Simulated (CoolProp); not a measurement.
A single-stage vapour-compression cycle with the fluid: evaporating at 273.15 K (dew point), condensing at 311.15 K (bubble point), superheat 8 K, subcooling 2 K, compressor efficiency 0.8, no pressure losses. The same conditions are run with several fluids, on thermodynamics alone (safety and materials aside).

Computed with CoolProp (reference Helmholtz-energy equation of state of each fluid (isobutane: Bücker 2006; R1336mzz(Z): McLinden 2020; sulfur dioxide: Gao 2016; neopentane: Lemmon 2006; R125: Lemmon 2005; hydrogen sulfide: Lemmon 2006)).

| fluid | cooling COP | pressure ratio | discharge temperature (K) | refrigerating effect (kJ/kg) | volumetric capacity (kJ/m³) |
|---|---|---|---|---|---|
| isobutane | 4.93 | 3.21 | 321.2 | 281 | [?] |
| R1336mzz(Z) | 5.00 | 4.82 | 317.8 | 142 | 252 |
| sulfur dioxide | 4.96 | 3.82 | 389.7 | 336 | 1480 |
| neopentane | 4.93 | 3.59 | [?] | 254 | 574 |
| R125 | 4.24 | [?] | [?] | 91.6 | 3670 |
| hydrogen sulfide | 4.68 | 2.65 | 373.9 | 393 | [?] |

Problem. What belongs in the gaps?

Solution. 
- isobutane, volumetric capacity (kJ/m³): 1160
- neopentane, discharge temperature (K): 315.6
- R125, pressure ratio: 2.85
- R125, discharge temperature (K): 323.9
- hydrogen sulfide, volumetric capacity (kJ/m³): 6600
